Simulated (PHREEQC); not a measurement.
3.6 g of hydrous ferric oxide (600 m²/g; 0.2 weak and 0.005 strong sites per Fe, Dzombak-Morel constants, diffuse double layer) in 1 kg of water with 0.01 mol/kgw of an inert sodium salt and 0.00013 mol/kgw Na2SeO4, at 25 °C; the pH is set by adding NaOH or the inert anion's acid. Oxygen is held at 0.21 atm. The system is closed to CO2. No solid was allowed to form.

Model: ion-association model, wateq4f.dat, run in PHREEQC.

| pH | Se sorbed (%) | surface charge σ (C/m²) | surface potential ψ (mV) |
|---|---|---|---|
| 3 | 100.0 | 0.323 | 196 |
| 3.5 | 100.0 | 0.279 | (withheld) |
| 4.5 | 100.0 | 0.163 | 166 |
| 5 | 100.0 | 0.114 | 149 |
| 5.5 | 99.8 | 0.076 | 129 |
| 6.5 | 94.7 | 0.029 | 83 |
| 7 | 71.8 | (withheld) | 58 |
| 7.5 | 26.0 | (withheld) | 33 |
| 8.5 | 0.5 | -0.005 | -22 |
| 9 | 0.1 | (withheld) | (withheld) |
| 9.5 | 0.0 | -0.025 | -75 |
| 10.5 | 0.0 | -0.067 | (withheld) |
| 11 | 0.0 | -0.104 | -142 |

Task: Fill in the missing entries.

Result: 
- 3.5, surface potential ψ (mV): 190
- 7, surface charge σ (C/m²): 0.017
- 7.5, surface charge σ (C/m²): 0.008
- 9, surface charge σ (C/m²): -0.013
- 9, surface potential ψ (mV): -49
- 10.5, surface potential ψ (mV): -122

The oxide is taken as insoluble; below pH 4 it would dissolve.
